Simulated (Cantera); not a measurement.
**Low-pressure radical oxidation in H2/O2**

A perfectly stirred reactor is fed with 9.40 % H₂, 67.1 % O₂, 23.5 % N₂, at 0.0133 bar; it is held at 1225 K, and followed from long to short residence time.

Cantera simulation using GRI-Mech 3.0 (53 species, 325 reactions); the numbers are that mechanism's predictions, not measurements. Radical loss at walls, strong at low pressure, is not modelled. The temperature is held fixed by assumption; the heat of reaction is taken as removed at once.

| τ (s) | x H₂ | x O₂ | x OH | x N₂O | x H₂O |
|---|---|---|---|---|---|
| 2.6 | 0.000210 | 0.653 | 0.00128 | 6.69e-9 | 0.0975 |
| 1.2 | 0.000341 | 0.652 | 0.00166 | 5.81e-9 | 0.0970 |
| 0.57 | 0.000540 | 0.650 | 0.00210 | 4.98e-9 | 0.0962 |
| 0.27 | 0.000846 | 0.647 | 0.00266 | 4.22e-9 | 0.0949 |
| 0.13 | 0.00129 | 0.643 | 0.00330 | 3.54e-9 | 0.0930 |
| 0.061 | 0.00195 | 0.637 | 0.00405 | 2.93e-9 | 0.0899 |
| 0.029 | 0.00285 | 0.630 | 0.00480 | 2.42e-9 | 0.0858 |
| 0.014 | 0.00403 | 0.624 | 0.00552 | 1.99e-9 | 0.0811 |
| 0.0065 | 0.00587 | 0.619 | 0.00625 | 1.57e-9 | 0.0759 |
x: mole fraction; the columns are a selection and need not sum to one.
